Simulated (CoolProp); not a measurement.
A single-stage vapour-compression cycle with the fluid: evaporating at 304.15 K (dew point), condensing at 373.15 K (bubble point), superheat 8 K, subcooling 0 K, compressor efficiency 0.65, no pressure losses. The same conditions are run with several fluids, on thermodynamics alone (safety and materials aside).

The numbers come from the reference Helmholtz-energy equation of state of each fluid (n-perfluorobutane: Gao 2022; chloromethane (R40): Thol 2014; R21: Platzer 1990; c-C4F8 (RC318): Platzer 1990; the fluoroketone C6F12O (FK-5-1-12): McLinden 2015) in CoolProp. The equations of Platzer and Polt are older, rougher fits.

**Question.** Rank n-perfluorobutane, chloromethane (R40), R21, c-C4F8 (RC318), the fluoroketone C6F12O (FK-5-1-12) by cooling COP, highest first.

**Answer.** R21 (2.17), chloromethane (R40) (2.02), the fluoroketone C6F12O (FK-5-1-12) (0.940), c-C4F8 (RC318) (0.794), n-perfluorobutane (0.264)

| fluid | pressure ratio | discharge temperature (K) | refrigerating effect (kJ/kg) | volumetric capacity (kJ/m³) |
|---|---|---|---|---|
| n-perfluorobutane | 5.49 | 373.2 | 5.43 | 179 |
| chloromethane (R40) | 4.74 | 461.0 | 250 | 3740 |
| R21 | 5.97 | 433.1 | 155 | 1450 |
| c-C4F8 (RC318) | 5.44 | 373.2 | 20.9 | 678 |
| the fluoroketone C6F12O (FK-5-1-12) | 8.65 | 373.1 | 21.2 | 139 |

The compression ends wet for: n-perfluorobutane; c-C4F8 (RC318); the fluoroketone C6F12O (FK-5-1-12).
